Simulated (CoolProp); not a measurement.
Dodecamethylcyclohexasiloxane (D6) along the isobar 0.101 MPa: fugacity coefficient from the reference equation and from simpler models built on Tc = 645.8 K, pc = 0.9614 MPa, ω = 0.736; each cubic takes its own stable root.

Values from CoolProp's reference Helmholtz-energy equation of state, Colonna 2008. It is a short technical equation, of lower accuracy than the large ones.

```tsv
T (K)	phase	reference
306.8	liquid	7.345e-5
339.4	liquid	0.0009242
371.9	liquid	0.006550
404.4	liquid	0.03073
437	liquid	0.1061
469.5	liquid	0.2878
502	liquid	0.6477
534.6	gas	0.9199
567.1	gas	0.9336
```

**Question.** How far does each simpler model (van der Waals, Peng-Robinson) lie from the reference over these 9 states: mean and median of the absolute difference, and the worst?

**Answer.** 
- van der Waals: mean 33676.5 %, median 769.7 %, worst +251499.7 % at 306.8 K and 0.101 MPa
- Peng-Robinson: mean 13.2 %, median 5.7 %, worst +51.8 % at 306.8 K and 0.101 MPa

At some of these states van der Waals gives the other phase, because its saturation line lies elsewhere.
